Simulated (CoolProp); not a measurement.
Vapour pressure (MPa) of R115: the reference equation beside estimates from Tc = 80.0 °C, pc = 3.129 MPa, ω = 0.248.

The numbers come from the reference Helmholtz-energy equation of state, Lemmon 2016 in CoolProp.

```tsv
T (°C)	reference	Lee-Kesler	van der Waals	Redlich-Kwong
-92.95	0.003859	0.003688	0.09975	0.009343
-83.75	0.007896	?	0.1379	?
-74.45	0.01505	0.01457	0.1858	0.03160
-65.15	?	0.02615	0.2442	0.05268
-55.95	0.04483	0.04406	0.3134	0.08282
-46.65	0.07177	0.07099	0.3956	0.1250
-37.35	0.1101	0.1095	0.4911	0.1815
-28.15	0.1620	0.1618	0.5996	0.2539
-18.85	0.2318	0.2324	?	?
-9.55	0.3224	0.3240	0.8642	0.4605
```

Task: What belongs in the gaps?

Result: 
- -83.75, Lee-Kesler: 0.007593
- -83.75, Redlich-Kwong: 0.01778
- -65.15, reference: 0.02680
- -18.85, van der Waals: 0.7240
- -18.85, Redlich-Kwong: 0.3462

Absolute difference from the reference over all 10 rows, mean and median: Lee-Kesler 1.8 and 1.4 %, van der Waals 812.4 and 525.1 %, Redlich-Kwong 84.6 and 79.5 %.
